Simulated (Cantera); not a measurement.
Mixture: 4.92 % CH4, 15.9 % O2, 79.2 % N2, equivalence ratio 0.62, at 10.0 bar, adiabatic and at constant pressure. Ignition delay is the time to a rise of 400 K.

Cantera simulation using GRI-Mech 3.0 (53 species, 325 reactions); the numbers are that mechanism's predictions, not measurements.

**Question.** Predict: delay at 1273 K; delay at 1323 K; delay at 1373 K; delay at 1423 K; delay at 1473 K; delay at 1523 K; apparent activation energy between 1423 and 1523 K.

**Answer.** 
- delay at 1273 K: 2.07 ms
- delay at 1323 K: 1.19 ms
- delay at 1373 K: 0.700 ms
- delay at 1423 K: 0.421 ms
- delay at 1473 K: 0.259 ms
- delay at 1523 K: 0.163 ms
- apparent activation energy between 1423 and 1523 K: 170 kJ/mol
